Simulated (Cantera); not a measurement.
Charge: 1 mol B, 0.078 mol H₂O, 0.39 mol N₂, equilibrated at 1625 K and 73.0 mbar.

Cantera equilibrium calculation (NASA polynomials, part measured and part estimated; ideal gas, pure solids and liquids). Candidate condensed phases: B, BN, B₂O₃, B₃O₃H₃, H₂O; 39 gas species. Mutual solubility and eutectic melting of coexisting phases are not modelled. The tables' values for BH₂ are old estimates; treat these amounts as uncertain. The numbers say what is thermodynamically allowed, not how fast it happens.

Base state: H₂ 0.937, HBO 0.0445, B₂O₂ 0.0115, B₂O₃ 0.00312, B₃O₃H₃ 0.00165, HBO₂ 0.00145, BO 0.000264, H 0.000253 (mole fractions); condensed: B(s) + BN(s) + B₂O₃(l).

Task: What changes in the equilibrium state with this change: N₂ from 0.39 to 1.3 mol?

Result: 
```json
[
 {"species": "N₂", "before": "1.62e-6", "after": "0.908"},
 {"species": "H₂", "before": "0.937", "after": "0.0828"},
 {"species": "HBO₂", "before": "0.00145", "after": "0.00390"},
 {"species": "HBO", "before": "0.0445", "after": "0.00146"},
 {"species": "B₂O₂", "before": "0.0115", "after": "0.000140"},
 {"species": "B₃O₃H₃", "before": "0.00165", "after": "5.78e-8"},
 {"species": "BH₂", "before": "3.05e-5", "after": "3.60e-9"},
 {"species": "BO", "before": "0.000264", "after": "2.90e-5"},
 {"species": "H₂O", "before": "3.40e-5", "after": "0.000248"},
 {"species": "H", "before": "0.000253", "after": "7.52e-5"},
 {"species": "B(s), mol", "before": "0.166", "after": "0"},
 {"species": "BN(s), mol", "before": "0.780", "after": "0.949"},
 {"species": "B₂O₃(l), mol", "before": "0.0237", "after": "0.0202"}
]
```

Task: What changes in the equilibrium state with this change: B replaced by Si?

Result: 
```csv
species,before,after
H₂,0.937,0.993
N₂,1.62e-6,0.00626
H,0.000253,0.000260
HBO,0.0445,0
B₂O₂,0.0115,0
SiO,0,0.000195
B₂O₃,0.00312,0
B₃O₃H₃,0.00165,0
HBO₂,0.00145,0
BO,0.000264,0
BH₂,3.05e-5,0
"B(s), mol",0.166,0
"BN(s), mol",0.780,0
"B₂O₃(l), mol",0.0237,0
"Si(s), mol",0,0.377
"Si₂N₂O(s), mol",0,0.0780
"Si₃N₄(s), mol",0,0.156
```
Further candidate phases: Si, SiO₂, Si₂N₂O, Si₃N₄.
